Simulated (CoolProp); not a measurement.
Vapour-liquid equilibrium of R134a (1) + R124 (2) at 68.85 °C; x and y are mole fractions of (1).

Model: multi-fluid Helmholtz-energy mixture model, Tillner-Roth 1994 and de Vries 1995; pair parameters Bell 2016, in CoolProp.

```tsv
x	bubble pressure, mixture model (bar)	bubble pressure, Raoult's law (bar)	y, mixture model	y, Raoult's law
0.05	12.77	12.71	0.075	0.081
0.15	?	13.54	0.211	0.229
0.25	14.62	14.38	0.331	0.359
0.35	?	15.21	0.439	0.475
0.45	16.37	16.04	0.537	0.579
0.55	?	16.88	?	0.672
0.65	18.01	17.71	?	0.757
0.75	18.79	18.54	0.799	0.834
0.85	?	19.38	0.880	0.905
0.95	?	20.21	?	0.970
```

Complete the blanks.


- 0.15, bubble pressure, mixture model (bar): 13.71
- 0.35, bubble pressure, mixture model (bar): 15.51
- 0.55, bubble pressure, mixture model (bar): 17.21
- 0.55, y, mixture model: 0.629
- 0.65, y, mixture model: 0.716
- 0.85, bubble pressure, mixture model (bar): 19.55
- 0.95, bubble pressure, mixture model (bar): 20.28
- 0.95, y, mixture model: 0.960

The largest gap from Raoult's law is +2.1 % in bubble pressure, at x = 0.45. No azeotrope shows between x = 0.05 and 0.95.

Pair parameters are fitted to limited data, so mixtures are less certain than the pure fluids.
